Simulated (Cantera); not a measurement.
A closed system holds: 1 mol trisilylamine, 21 mol NH3, 17 mol H2, equilibrated at 0.0533 Torr.

Equilibrium computed with Cantera from the NASA thermochemical tables; the gas is ideal and each condensed phase is pure. Candidate condensed phases: Si, Si3N4; 18 gas species. The feed counts by its element totals alone. The numbers say what is thermodynamically allowed, not how fast it happens.

Question: At 1398 K, list the 3 most abundant gas species with their mole fractions, and the condensed phases.

Answer: H2 0.854, N2 0.145, H 0.000519. Condensed: Si3N4(s).
